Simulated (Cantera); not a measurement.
Charge: 1 mol SiH2Cl2, 2.7 mol HCl, 140 mol N2, at 852 °C and 1.33 mbar.

Equilibrium computed with Cantera from the NASA thermochemical tables; the gas is ideal and each condensed phase is pure. Candidate condensed phases: NH4Cl, Si, Si3N4; 28 gas species. N2 is the only nitrogen source here; it is nearly inert below about 1500 K, so the nitride shown seldom forms there in practice. The tables' values for SiCl3 are old estimates; treat these amounts as uncertain. Rates play no part.

Base state: N2 0.969, HCl 0.0268, H2 0.00290, SiCl4 0.00134, SiCl3 9.27e-5, SiCl2 7.89e-5 (mole fractions); condensed: Si3N4(s).

Problem. What changes in the equilibrium state with this change: HCl from 2.7 to 1.1 mol?

Solution. 
| species | before | after |
|---|---|---|
| N2 | 0.969 | 0.979 |
| HCl | 0.0268 | 0.0183 |
| H2 | 0.00290 | 0.00174 |
| SiCl4 | 0.00134 | 0.000794 |
| SiCl3 | 9.27e-5 | 6.25e-5 |
| SiCl2 | 7.89e-5 | 6.05e-5 |
| Si3N4(s), mol | 0.261 | 0.290 |

Problem. What changes in the equilibrium state with this change: temperature from 852 °C to 975 °C?

Solution. 
| species | before | after |
|---|---|---|
| N2 | 0.969 | 0.968 |
| HCl | 0.0268 | 0.0263 |
| H2 | 0.00290 | 0.00315 |
| SiCl2 | 7.89e-5 | 0.00113 |
| SiCl4 | 0.00134 | 0.000750 |
| SiCl3 | 9.27e-5 | 0.000343 |
| Si3N4(s), mol | 0.261 | 0.226 |
